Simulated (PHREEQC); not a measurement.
A solution holds 0.0049 mol/kgw NH4HS and 3.3e-05 mol/kgw Na2SO4, at 63 °C. Closed to the air; pH follows from the charge balance.

The numbers come from PHREEQC with the ion-association model, phreeqc.dat.

- pH: 7.41
- ionic strength: 0.00438 mol/kgw
- specific conductance: 1150 µS/cm
- total alkalinity: 4.90 meq/kg

| species | molality | activity | log γ |
|---|---|---|---|
| NH4+ | 0.00428 | 0.00396 | -0.034 |
| HS- | 0.00428 | 0.00396 | -0.034 |
| H2S | 0.000621 | 0.000621 | 0.000 |
| NH3 | 0.000617 | 0.000618 | 0.000 |
| Na+ | 6.60e-5 | 6.12e-5 | -0.033 |
| SO4-2 | 3.17e-5 | 2.34e-5 | -0.131 |
| OH- | 3.14e-6 | 2.91e-6 | -0.034 |
| NH4SO4- | 1.29e-6 | 1.19e-6 | -0.033 |
| S-2 | 1.67e-7 | 1.23e-7 | -0.131 |
| H+ | 4.18e-8 | 3.90e-8 | -0.030 |

This is a speciation only: nothing precipitates in the calculation. Constants without temperature data keep their 25 °C values here.
